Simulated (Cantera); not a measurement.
Input: 1 mol SiH2Cl2, 0.1 mol HCl, 7.2 mol H2, held at 2373 K and 23.0 mbar.

Equilibrium computed with Cantera from the NASA thermochemical tables; the gas is ideal and each condensed phase is pure. Candidate condensed phases: Si; 19 gas species. The tables' values for SiCl, SiCl3 are old estimates; treat these amounts as uncertain. Gases not in the tables: Si2H6 and higher silanes. Equilibrium is a limit: real reactors are often held back by kinetics, nucleation or transport.

Base state: H2 0.691, HCl 0.127, H 0.0765, Si 0.0551, SiCl2 0.0281, Cl 0.0101, SiCl 0.00835, SiH 0.00225 (mole fractions); condensed: gas only.

### Question
What changes in the equilibrium state with this change: H2 from 7.2 to 33 mol?

### Answer
| species | before | after |
|---|---|---|
| H2 | 0.691 | 0.837 |
| H | 0.0765 | 0.0843 |
| HCl | 0.127 | 0.0484 |
| Si | 0.0551 | 0.0225 |
| SiCl2 | 0.0281 | 0.00136 |
| Cl | 0.0101 | 0.00348 |
| SiCl3 | 5.01e-5 | 8.39e-7 |
| Si3 | 0.000116 | 7.91e-6 |
| SiCl | 0.00835 | 0.00118 |
| Si2 | 0.000877 | 0.000147 |
The tables' values for SiCl are old estimates; treat these amounts as uncertain.
